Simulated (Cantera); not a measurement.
An adiabatic, constant-volume homogeneous reactor starts with CO : H₂ : O₂ : N₂ : CO₂ = 1 : 0.055 : 0.44 : 1.65 : 0.24 (molar parts), equivalence ratio 1.2, at 1748 K and 1.01 bar. Integrator tolerance rtol = 1e-08.

Detailed kinetics in Cantera: GRI-Mech 3.0 (53 species, 325 reactions).

Problem. What does this change do: pressure from 1.01 bar to 1.10 bar?

Solution. 
```tsv
quantity	before	after
time of steepest temperature rise	33.3 µs	30.8 µs
temperature at 2.00 s	2862 K	2870 K
equilibrium temperature	2862 K	2870 K
x(CO) at 2.00 s	0.170 (gas-phase equilibrium 0.170)	0.169 (gas-phase equilibrium 0.169)
x(H₂) at 2.00 s	0.00117 (gas-phase equilibrium 0.00117)	0.00117 (gas-phase equilibrium 0.00117)
x(O₂) at 2.00 s	0.0433 (gas-phase equilibrium 0.0433)	0.0430 (gas-phase equilibrium 0.0430)
x(H₂O) at 2.00 s	0.0109 (gas-phase equilibrium 0.0109)	0.0110 (gas-phase equilibrium 0.0110)
x(N₂O) at 2.00 s	8.34e-7 (gas-phase equilibrium 8.34e-7)	8.77e-7 (gas-phase equilibrium 8.77e-7)
```

Problem. What does this change do: initial temperature 1748 to 1273 K?

Solution. 
```csv
quantity,before,after
time of steepest temperature rise,33.3 µs,0.112 ms
temperature at 2.00 s,2862 K,2770 K
equilibrium temperature,2862 K,2770 K
x(CO) at 2.00 s,0.170 (gas-phase equilibrium 0.170),0.139 (gas-phase equilibrium 0.139)
x(H₂) at 2.00 s,0.00117 (gas-phase equilibrium 0.00117),0.00100 (gas-phase equilibrium 0.00100)
x(O₂) at 2.00 s,0.0433 (gas-phase equilibrium 0.0433),0.0319 (gas-phase equilibrium 0.0319)
x(H₂O) at 2.00 s,0.0109 (gas-phase equilibrium 0.0109),0.0130 (gas-phase equilibrium 0.0130)
x(N₂O) at 2.00 s,8.34e-7 (gas-phase equilibrium 8.34e-7),7.34e-7 (gas-phase equilibrium 7.34e-7)
```
